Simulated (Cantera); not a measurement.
A Cantera script and its output.

```python
import numpy as np
import cantera as ct

gas = ct.Solution("SiF4_NH3_mec.yaml", "gas")
gas.TPX = 1575, 21000, {'NH3': 1, 'N2': 0.16}
reactor = ct.IdealGasConstPressureReactor(gas, energy="off", clone=False)
net = ct.ReactorNet([reactor])
net.rtol, net.atol = 1e-08, 1e-18
show = ['NH3', 'N', 'H2', 'N2', 'N2H4', 'NH2', 'NH']
times = np.geomspace(2e-05, 5, 10)

steps = ct.SolutionArray(gas, extra=["t"])
rows = []
print(f"{'t/s':>10s}{'T/K':>9s}{'P/Pa':>11s}" + "".join(f"{s:>11s}" for s in show))
for t in times:
    while net.time < t:
        t_next = net.step()
        steps.append(gas.state, t=t_next)
    rows.append([np.interp(t, steps.t, y) for y in (steps.T, steps.P, *steps(*show).X.T)])
    print(f"{t:10.3e}{rows[-1][0]:9.1f}{rows[-1][1]:11.4g}" + "".join(f"{x:11.3e}" for x in rows[-1][2:]))
rate = np.gradient(steps.T, steps.t)
print("integrator steps:", len(steps.t))
if steps.T.max() > steps.T[0] + 200:
    print(f"time of steepest temperature rise: {steps.t[rate.argmax()]:.4e} s")
gas.TPX = 1575, 21000, {'NH3': 1, 'N2': 0.16}
gas.equilibrate("TP")
print(f"equilibrium (TP): T = {gas.T:.1f} K  " + "  ".join(f"{s} {gas[s].X[0]:.3e}" for s in show))
```

Output:

```
       t/s      T/K       P/Pa        NH3          N         H2         N2       N2H4        NH2         NH
 2.000e-05   1575.0    2.1e+04  8.621e-01  1.092e-18  1.003e-07  1.379e-01  1.025e-13  2.041e-07  3.165e-13
 7.958e-05   1575.0    2.1e+04  8.621e-01  1.068e-16  4.096e-07  1.379e-01  3.705e-12  8.226e-07  8.217e-12
 3.166e-04   1575.0    2.1e+04  8.621e-01  1.228e-14  1.642e-06  1.379e-01  7.964e-11  3.282e-06  2.434e-10
 1.260e-03   1575.0    2.1e+04  8.621e-01  8.681e-13  6.688e-06  1.379e-01  1.358e-09  1.303e-05  5.209e-09
 5.013e-03   1575.0    2.1e+04  8.620e-01  1.227e-11  3.662e-05  1.379e-01  2.009e-08  4.967e-05  6.484e-08
 1.995e-02   1575.0    2.1e+04  8.615e-01  9.630e-11  3.975e-04  1.380e-01  8.067e-08  9.939e-05  2.028e-07
 7.937e-02   1575.0    2.1e+04  8.592e-01  3.548e-10  2.226e-03  1.384e-01  8.208e-08  1.003e-04  2.144e-07
 3.158e-01   1575.0    2.1e+04  8.503e-01  1.306e-09  9.445e-03  1.402e-01  7.950e-08  9.866e-05  2.374e-07
 1.257e+00   1575.0    2.1e+04  8.160e-01  3.864e-09  3.705e-02  1.469e-01  7.254e-08  9.425e-05  2.801e-07
 5.000e+00   1575.0    2.1e+04  6.999e-01  6.961e-09  1.306e-01  1.694e-01  5.692e-08  8.348e-05  3.044e-07
integrator steps: 714
equilibrium (TP): T = 1575.0 K  NH3 3.311e-06  N 4.540e-13  H2 6.944e-01  N2 3.055e-01  N2H4 5.911e-18  NH2 8.481e-10  NH 7.353e-12
```

Cantera simulation using the gas-phase N/H chemistry of the illustrative SiF4/NH3 mechanism in the Surface Chemkin manual (1991); the numbers are that mechanism's predictions, not measurements. Walls and surfaces, which speed up NH3 decomposition in real reactors, are not modelled.
